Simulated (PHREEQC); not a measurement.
Make-up at 70 °C: 0.0047 mol/kgw NaOH and 0.014 mol/kgw H3BO3. Closed to the air; pH follows from the charge balance.

Equilibrium calculation in PHREEQC: ion-association model, wateq4f.dat.

```
quantity                   before    after
------------------------  -------  -------
pH                           8.59     8.58
ionic strength (mol/kgw)  0.00470  0.00617
H3BO3 (mol/kgw)           0.00937  0.00937
H2BO3- (mol/kgw)          0.00464  0.00464
```

Which change was made?
A. temperature from 70 to 85 °C
B. diluted 2-fold with water
C. H3BO3 from 0.014 to 0.007 mol/kgw
D. temperature from 70 to 20 °C
E. 0.00049 mol/kgw Sr(NO3)2 added

E, 0.00049 mol/kgw Sr(NO3)2 added

No solid was allowed to form. Away from 25 °C the constants follow the database's enthalpies or fits; those with neither stay at their 25 °C values.
